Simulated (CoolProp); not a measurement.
Saturation properties of R1132(E) (Tc = 75.7 °C, pc = 51.74 bar, ω = 0.245).

Values from CoolProp's reference Helmholtz-energy equation of state, Akasaka 2024.

| T (°C) | p (bar) | liquid density (kg/m³) | vapour density (kg/m³) | liquid cp (kJ/(kg K)) |
|---|---|---|---|---|
| 2.45 | [?] | 994.6 | 28.96 | 1.758 |
| 4.65 | 9.408 | 987.6 | 30.97 | 1.769 |
| 6.95 | 10.07 | 980.2 | 33.19 | [?] |
| 9.15 | 10.74 | 973.0 | 35.44 | 1.794 |
| 11.35 | 11.44 | 965.6 | 37.81 | 1.808 |
| 13.55 | 12.18 | 958.1 | 40.33 | 1.822 |
| 15.75 | 12.95 | 950.5 | 42.98 | 1.838 |
| 18.05 | 13.79 | 942.3 | 45.92 | 1.856 |
| 20.25 | 14.63 | 934.4 | 48.90 | 1.875 |
| 22.45 | 15.51 | 926.2 | 52.05 | 1.895 |
| 24.65 | 16.42 | 917.8 | 55.39 | 1.916 |
| 26.85 | 17.38 | 909.3 | 58.93 | 1.940 |
| 29.15 | 18.43 | 900.1 | 62.85 | 1.966 |
| 31.35 | [?] | 891.0 | 66.84 | 1.994 |
| 33.55 | 20.55 | 881.7 | 71.08 | 2.025 |

Task: What belongs in the gaps?

Result: 
- 2.45, p (bar): 8.802
- 6.95, liquid cp (kJ/(kg K)): 1.781
- 31.35, p (bar): 19.47
